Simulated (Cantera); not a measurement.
Cantera run:

```python
import numpy as np
import cantera as ct

gas_names = """
    Fe FeO Fe(OH)2 H HNO HNO2 HNO3 HO2 H2 H2O H2O2 N NH NH2 NH3 NH2OH NO NO2 NO3 N2 N2H2 N2H4 N2O O OH
    O2 O3
""".split()
cond_names = """
    Fe(a) Fe(c) Fe(d) Fe(L) FeO(s) FeO(L) Fe(OH)2(s) Fe(OH)3(s) Fe2O3(s) Fe3O4(s) H2O(s) H2O(L)
""".split()


# ... load() reads the species with a 1 bar reference pressure and builds the phases ...
atoms = {
    'Fe2O3': {'Fe': 2, 'O': 3},
    'H2': {'H': 2},
    'N2': {'N': 2},
}
top_T = {'Fe2O3(s)': 1830, 'Fe3O4(s)': 1870}  # K; cautious upper limits of use, not melting points


# ... equilibrate(T, P, feed) seeds the gas with the atoms and calls Mixture.equilibrate('TP', solver="vcs", rtol=1e-11, max_steps=5000) ...
results = []
feed = {'Fe2O3': 1, 'H2': 480, 'N2': 8.2}  # mol
for P in [10, 68, 460, 3200, 22000, 150000, 1000000]:
    for T in [1398, 1423, 1448, 1473, 1498, 1523, 1548, 1573, 1598, 1623, 1648, 1673]:
        mix = equilibrate(T, P, feed)
        results.append((T, P, feed, dict(zip(mix.species_names, mix.species_moles))))

for T, P, feed, n in results:
    print(f"{T:7g} {P:10.4g}  " + (" + ".join(c for c in cond_names if n.get(c, 0) > 1e-12) or "gas only"))
```

It prints:

```
   1398         10  Fe(c)
   1423         10  Fe(c)
   1448         10  Fe(c)
   1473         10  Fe(c)
   1498         10  Fe(c)
   1523         10  Fe(c)
   1548         10  Fe(c)
   1573         10  gas only
   1598         10  gas only
   1623         10  gas only
   1648         10  gas only
   1673         10  gas only
   1398         68  Fe(c)
   1423         68  Fe(c)
   1448         68  Fe(c)
   1473         68  Fe(c)
   1498         68  Fe(c)
   1523         68  Fe(c)
   1548         68  Fe(c)
   1573         68  Fe(c)
   1598         68  Fe(c)
   1623         68  Fe(c)
   1648         68  Fe(c)
   1673         68  gas only
   1398        460  Fe(c)
   1423        460  Fe(c)
   1448        460  Fe(c)
   1473        460  Fe(c)
   1498        460  Fe(c)
   1523        460  Fe(c)
   1548        460  Fe(c)
   1573        460  Fe(c)
   1598        460  Fe(c)
   1623        460  Fe(c)
   1648        460  Fe(c)
   1673        460  Fe(d)
   1398       3200  Fe(c)
   1423       3200  Fe(c)
   1448       3200  Fe(c)
   1473       3200  Fe(c)
   1498       3200  Fe(c)
   1523       3200  Fe(c)
   1548       3200  Fe(c)
   1573       3200  Fe(c)
   1598       3200  Fe(c)
   1623       3200  Fe(c)
   1648       3200  Fe(c)
   1673       3200  Fe(d)
   1398    2.2e+04  Fe(c)
   1423    2.2e+04  Fe(c)
   1448    2.2e+04  Fe(c)
   1473    2.2e+04  Fe(c)
   1498    2.2e+04  Fe(c)
   1523    2.2e+04  Fe(c)
   1548    2.2e+04  Fe(c)
   1573    2.2e+04  Fe(c)
   1598    2.2e+04  Fe(c)
   1623    2.2e+04  Fe(c)
   1648    2.2e+04  Fe(c)
   1673    2.2e+04  Fe(d)
   1398    1.5e+05  Fe(c)
   1423    1.5e+05  Fe(c)
   1448    1.5e+05  Fe(c)
   1473    1.5e+05  Fe(c)
   1498    1.5e+05  Fe(c)
   1523    1.5e+05  Fe(c)
   1548    1.5e+05  Fe(c)
   1573    1.5e+05  Fe(c)
   1598    1.5e+05  Fe(c)
   1623    1.5e+05  Fe(c)
   1648    1.5e+05  Fe(c)
   1673    1.5e+05  Fe(d)
   1398      1e+06  Fe(c)
   1423      1e+06  Fe(c)
   1448      1e+06  Fe(c)
   1473      1e+06  Fe(c)
   1498      1e+06  Fe(c)
   1523      1e+06  Fe(c)
   1548      1e+06  Fe(c)
   1573      1e+06  Fe(c)
   1598      1e+06  Fe(c)
   1623      1e+06  Fe(c)
   1648      1e+06  Fe(c)
   1673      1e+06  Fe(d)
```

Cantera equilibrium calculation (NASA polynomials, part measured and part estimated; ideal gas, pure solids and liquids).
